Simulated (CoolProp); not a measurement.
Sulfur hexafluoride along the isotherm 71.75 °C: fugacity coefficient from the reference equation and from simpler models built on Tc = 45.6 °C, pc = 3755 kPa, ω = 0.210; each cubic takes its own stable root.

Computed with CoolProp (reference Helmholtz-energy equation of state, Guder 2009).

```
p (kPa)  phase  reference
-------  -----  ---------
209        gas     0.9857
417        gas     0.9716
626        gas     0.9575
834        gas     0.9436
1040       gas     0.9298
1250       gas     0.9159
1460       gas     0.9020
1670       gas     0.8882
1880       gas     0.8744
```

Task: How far does each simpler model (van der Waals, Soave-Redlich-Kwong) lie from the reference over these 9 states: mean and median of the absolute difference, and the worst?

Result: 
- van der Waals: mean 0.3 %, median 0.3 %, worst +0.5 % at 71.75 °C and 1880 kPa
- Soave-Redlich-Kwong: mean 0.1 %, median 0.1 %, worst -0.2 % at 71.75 °C and 1880 kPa
